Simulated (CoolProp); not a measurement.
The fluid at 269.18 K and 3.8 MPa (liquid) is heated at constant pressure to 362.7 K. The same conditions are run with several fluids, on thermodynamics alone (safety and materials aside).

Values from CoolProp's reference Helmholtz-energy equation of state of each fluid (propane: Lemmon 2009; n-perfluoropentane: Gao 2022; C2F6 (R116): Lemmon 2006; sulfur hexafluoride: Guder 2009; R1336mzz(Z): McLinden 2020).

```json
[
 {"fluid": "propane", "heat (kJ/kg)": "[?]", "final phase": "liquid", "final density (kg/m³)": "[?]"},
 {"fluid": "n-perfluoropentane", "heat (kJ/kg)": "[?]", "final phase": "liquid", "final density (kg/m³)": "[?]"},
 {"fluid": "C2F6 (R116)", "heat (kJ/kg)": "145", "final phase": "supercritical", "final density (kg/m³)": "[?]"},
 {"fluid": "sulfur hexafluoride", "heat (kJ/kg)": "[?]", "final phase": "supercritical", "final density (kg/m³)": "[?]"},
 {"fluid": "R1336mzz(Z)", "heat (kJ/kg)": "117", "final phase": "liquid", "final density (kg/m³)": "1200"}
]
```

### Question
Complete the blanks.

### Answer

- propane, heat (kJ/kg): 287
- propane, final density (kg/m³): 336
- n-perfluoropentane, heat (kJ/kg): 100
- n-perfluoropentane, final density (kg/m³): 1400
- C2F6 (R116), final density (kg/m³): 219
- sulfur hexafluoride, heat (kJ/kg): 143
- sulfur hexafluoride, final density (kg/m³): 245
